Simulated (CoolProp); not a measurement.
Vapour pressure (MPa) of carbon monoxide: the reference equation beside estimates from Tc = -140.3 °C, pc = 3.498 MPa, ω = 0.050.

Values from CoolProp's reference Helmholtz-energy equation of state, Lemmon 2006. It is a short technical equation, of lower accuracy than the large ones.

```tsv
T (°C)	reference	Lee-Kesler	Redlich-Kwong	Soave-Redlich-Kwong
-185.75	0.1863	0.1864	0.1770	0.1859
-182.25	0.2589	0.2592	0.2515	0.2589
-178.75	0.3507	0.3512	0.3465	0.3514
-175.25	0.4645	0.4650	0.4649	0.4663
-171.75	0.6029	0.6034	0.6095	0.6065
-168.25	0.7690	0.7691	0.7830	0.7750
-164.75	0.9657	0.9651	0.9879	0.9748
-161.25	1.196	1.194	1.227	1.209
-157.75	1.463	1.461	1.502	1.480
```

Absolute difference from the reference over all 9 rows, mean and median: Lee-Kesler 0.1 and 0.1 %, Redlich-Kwong 2.2 and 2.3 %, Soave-Redlich-Kwong 0.6 and 0.6 %.
